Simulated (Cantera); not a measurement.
A perfectly stirred reactor is fed with 0.347 % CO, 3.28 % O2, 0.0260 % H2O, 96.4 % N2, at 1000000 Pa; it is held at 1050 K, and followed from long to short residence time.

Cantera simulation using GRI-Mech 3.0 (53 species, 325 reactions); the numbers are that mechanism's predictions, not measurements.

x: mole fraction; the columns are a selection and need not sum to one.

```csv
τ (s),x CO,x O2,x H2O,x NO,x OH,x H2O2
1.8,0.00274,0.0324,0.000260,6.69e-11,3.06e-9,6.84e-9
0.82,0.00310,0.0326,0.000260,1.67e-11,2.95e-9,6.68e-9
0.38,0.00330,0.0327,0.000260,3.94e-12,(withheld),(withheld)
0.18,0.00340,0.0327,0.000260,<1e-12,2.20e-9,4.06e-9
0.082,0.00345,0.0328,0.000260,<1e-12,(withheld),(withheld)
0.038,0.00347,0.0328,0.000260,<1e-12,3.85e-10,1.47e-10
0.018,0.00347,0.0328,0.000260,<1e-12,1.27e-10,1.52e-11
0.0083,0.00347,0.0328,0.000260,<1e-12,5.15e-11,2.15e-12
0.0038,0.00347,0.0328,0.000260,<1e-12,2.38e-11,<1e-12
```

Q: What belongs in the gaps?

A: 
- 0.38, x OH: 2.69e-9
- 0.38, x H2O2: 5.81e-9
- 0.082, x OH: 1.26e-9
- 0.082, x H2O2: 1.46e-9
